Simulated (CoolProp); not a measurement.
Vapour pressure (kPa) of CH3F (R41): the reference equation beside estimates from Tc = 44.1 °C, pc = 5906 kPa, ω = 0.200. Clausius-Clapeyron is anchored at -49.25 °C with a constant enthalpy of vaporisation of 15.08 kJ/mol.

Values from CoolProp's reference Helmholtz-energy equation of state, Lemmon 2006. It is a short technical equation, of lower accuracy than the large ones.

| T (°C) | reference | Lee-Kesler | Clausius-Clapeyron | Redlich-Kwong | Peng-Robinson |
|---|---|---|---|---|---|
| -81.45 | 85.18 | 81.13 | 102.9 | 130.1 | 83.22 |
| -75.05 | 121.2 | 117.0 | 139.6 | 181.5 | 119.0 |
| -68.55 | 169.0 | 165.1 | 186.7 | 248.1 | 166.7 |
| -62.15 | 229.4 | 226.3 | 244.3 | 330.0 | 227.2 |
| -55.65 | 306.6 | 305.1 | 315.9 | 431.8 | 304.8 |
| -49.25 | 400.9 | 401.6 | 400.9 | 552.7 | 399.8 |
| -42.75 | 517.8 | 521.4 | 503.8 | 698.7 | 518.0 |
| -36.35 | 656.5 | 663.8 | 623.2 | 867.5 | 658.7 |
| -29.85 | 824.4 | 835.9 | 764.7 | 1066 | 829.3 |
| -23.45 | 1020 | 1035 | 925.6 | 1291 | 1028 |
| -16.95 | 1251 | 1272 | 1113 | 1551 | 1264 |
| -10.55 | 1516 | 1541 | 1322 | 1841 | 1534 |

Absolute difference from the reference over all 12 rows, mean and median: Lee-Kesler 1.7 and 1.4 %, Clausius-Clapeyron 8.7 and 8.2 %, Redlich-Kwong 36.7 and 36.4 %, Peng-Robinson 0.9 and 0.9 %.
